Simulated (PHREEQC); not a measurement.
Model water analysis in mg/L, 25 °C, pH 6.67, pe -0.8:

| constituent | mg/L |
|---|---|
| Na | 4820 |
| K | 1190 |
| Ca | 83.4 |
| Mg | 254 |
| Cl | 9320 |
| S(6) as SO4 | 392 |
| Alkalinity as HCO3 | 3.18e-05 |
| Br | 7.02 |

Valence states are taken as typed.

All values are PHREEQC results (ion-association model, phreeqc.dat), not measurements.

No solid was allowed to form.

Problem. Order these S species by the share of S that they hold, largest first: MgSO4, KSO4-, SO4-2, CaSO4, NaSO4-.

Solution. SO4-2 (65 %), NaSO4- (18 %), MgSO4 (12 %), KSO4- (3.4 %), CaSO4 (1.7 %)

The ionic strength is 0.285 mol/kgw.
